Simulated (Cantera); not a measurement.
An adiabatic, constant-pressure homogeneous reactor starts with CH₄ : CO : O₂ : N₂ = 1 : 0.6 : 2.42 : 9.1 (molar parts), equivalence ratio 0.95, at 1448 K and 4.93 atm. Integrator tolerance rtol = 1e-08.

Model: GRI-Mech 3.0 (53 species, 325 reactions), integrated in Cantera.

```json
[
 {"quantity": "time of steepest temperature rise", "before": "0.621 ms", "after": "0.580 ms"},
 {"quantity": "temperature at 6.00 s", "before": "2809 K", "after": "3002 K"},
 {"quantity": "equilibrium temperature", "before": "2809 K", "after": "3002 K"},
 {"quantity": "x(CH₄) at 6.00 s", "before": "<1e-12 (gas-phase equilibrium <1e-12)", "after": "<1e-12 (gas-phase equilibrium <1e-12)"},
 {"quantity": "x(CO) at 6.00 s", "before": "0.0388 (gas-phase equilibrium 0.0388)", "after": "0.0476 (gas-phase equilibrium 0.0476)"},
 {"quantity": "x(O₂) at 6.00 s", "before": "0.0225 (gas-phase equilibrium 0.0225)", "after": "0.0245 (gas-phase equilibrium 0.0245)"},
 {"quantity": "x(CO₂) at 6.00 s", "before": "0.0820 (gas-phase equilibrium 0.0820)", "after": "0.0721 (gas-phase equilibrium 0.0721)"},
 {"quantity": "x(H) at 6.00 s", "before": "0.00361 (gas-phase equilibrium 0.00361)", "after": "0.00522 (gas-phase equilibrium 0.00522)"}
]
```

Q: What was changed between the two runs?
(A) pressure from 4.93 atm to 0.987 atm
(B) initial temperature 1448 to 1400 K
(C) constant volume in place of constant pressure
(D) pressure from 4.93 atm to 1.00 atm

A: C, constant volume in place of constant pressure
